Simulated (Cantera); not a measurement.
**Thermodynamics of calcination and drying, feed MgSO4 + CO2 + O2**

Feed: 1 mol MgSO4, 3.9 mol CO2, 0.86 mol O2, equilibrated at 1000 Pa.

Method: chemical equilibrium by Gibbs-energy minimisation in Cantera with the NASA 1993 tables (ideal gas, pure condensed phases). Candidate condensed phases: C, Mg, MgCO3, MgO, MgS, MgSO4, S; 26 gas species. The numbers say what is thermodynamically allowed, not how fast it happens.

From 1598 K to 1998 K the condensed part is MgO(s).

```
T (K)  x CO2   x O2  x SO2      x CO       x O      x SO  n MgO(s)
-----  -----  -----  -----  --------  --------  --------  --------
1598   0.623  0.217  0.160  0.000259   6.60e-5   5.30e-6      1.00
1648   0.622  0.217  0.160  0.000491  0.000118   1.06e-5      1.00
1698   0.622  0.217  0.160  0.000895  0.000204   2.02e-5      1.00
1748   0.621  0.218  0.159   0.00157  0.000342   3.72e-5      1.00
1798   0.619  0.218  0.159   0.00267  0.000557   6.61e-5     1.000
1848   0.617  0.218  0.159   0.00441  0.000885  0.000114     1.000
1898   0.613  0.219  0.159   0.00705   0.00137  0.000190     1.000
1948   0.608  0.220  0.158    0.0110   0.00209  0.000309     1.000
1998   0.600  0.222  0.158    0.0166   0.00310  0.000488     1.000
```
x: gas mole fraction; n: condensed amount in mol.
